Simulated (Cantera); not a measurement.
An isothermal, constant-pressure homogeneous reactor starts with 34.5 % C₂H₆, 65.5 % N₂, at 1000 K and 0.0405 atm.

Detailed kinetics in Cantera: GRI-Mech 3.0 (53 species, 325 reactions). GRI-Mech 3.0 stops at C3 and has no aromatics, soot or wall deposition, so with more carbon than oxygen in the feed, carbon stays in small species such as C2H2 where larger ones or solid carbon would form. Radical loss at walls, strong at low pressure, is not modelled.

Problem. Predict: x(C₂H₆) at 30.0 s; x(H₂) at 30.0 s; x(C₂H₂) at 30.0 s; x(CH₄) at 30.0 s.

Solution. 
```
Item                                                Result
-----------------  ---------------------------------------
x(C₂H₆) at 30.0 s  0.0129 (gas-phase equilibrium 0.000307)
x(H₂) at 30.0 s       0.236 (gas-phase equilibrium 0.0508)
x(C₂H₂) at 30.0 s   0.00692 (gas-phase equilibrium 0.0516)
x(CH₄) at 30.0 s      0.0181 (gas-phase equilibrium 0.297)
```
